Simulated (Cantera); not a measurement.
A closed system holds: 1 mol TEOS, 8.5 mol O3, 7 mol CO2, equilibrated at 723 K and 1.00 bar.

Equilibrium computed with Cantera from the NASA thermochemical tables; the gas is ideal and each condensed phase is pure. Candidate condensed phases: C, C6H6, C7H8, C8H18, H2O, Si, SiC, SiO2; 123 gas species. The feed counts by its element totals alone. Rates play no part.

Base state: CO2 0.583, H2O 0.388, O2 0.0291 (mole fractions); condensed: SiO2(α-quartz).

Q: What changes in the equilibrium state with this change: O3 from 8.5 to 2.8 mol?

A: 
| species | before | after |
|---|---|---|
| CO2 | 0.583 | 0.485 |
| H2O | 0.388 | 0.350 |
| H2 | <1e-9 | 0.0972 |
| CH4 | <1e-9 | 0.0505 |
| O2 | 0.0291 | <1e-9 |
| CO | <1e-9 | 0.0176 |
| SiO2(α-quartz), mol | 1.00 | 1.00 |
| C(graphite), mol | 0 | 4.91 |
